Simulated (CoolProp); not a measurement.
A simple Rankine cycle with o-xylene: condensing at 331.15 K, boiler at 2.01 MPa, turbine inlet 619 K, turbine efficiency 0.85, pump efficiency 0.7, no recuperator. Each further row changes one setting.

Computed with CoolProp (reference Helmholtz-energy equation of state, Zhou 2012).

```json
[
 {"case": "as stated", "thermal efficiency (%)": "23.2", "net work (kJ/kg)": "204", "heat in (kJ/kg)": "880", "turbine exit temperature (K)": "501.3", "volume ratio over the turbine": "438"},
 {"case": "condensing temperature 323.15 K", "thermal efficiency (%)": "24.1", "net work (kJ/kg)": "216", "heat in (kJ/kg)": "895", "turbine exit temperature (K)": "495.1", "volume ratio over the turbine": "631"},
 {"case": "boiler pressure 1.41 MPa", "thermal efficiency (%)": "22.1", "net work (kJ/kg)": "198", "heat in (kJ/kg)": "897", "turbine exit temperature (K)": "512.4", "volume ratio over the turbine": "281"},
 {"case": "turbine efficiency 0.75", "thermal efficiency (%)": "20.4", "net work (kJ/kg)": "179", "heat in (kJ/kg)": "880", "turbine exit temperature (K)": "513.6", "volume ratio over the turbine": "448"}
]
```
